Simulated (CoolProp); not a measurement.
A Linde-Hampson liquefier for carbon monoxide: isothermal reversible compression at 290 K from 1 atm to 25 MPa, throttling to 1 atm, return gas leaving the recuperator 2 K below the feed. Each further row changes one setting.

Model: reference Helmholtz-energy equation of state, Lemmon 2006, in CoolProp. It is a short technical equation, of lower accuracy than the large ones.

```json
[
 {"case": "as stated", "liquid yield per pass": "0.101", "compression work (kJ/kg of gas)": "473"},
 {"case": "high pressure 50 MPa", "liquid yield per pass": "0.108", "compression work (kJ/kg of gas)": "544"},
 {"case": "warm-end temperature 320 K", "liquid yield per pass": "0.074", "compression work (kJ/kg of gas)": "526"},
 {"case": "warm-end gap 7 K", "liquid yield per pass": "0.090", "compression work (kJ/kg of gas)": "473"}
]
```
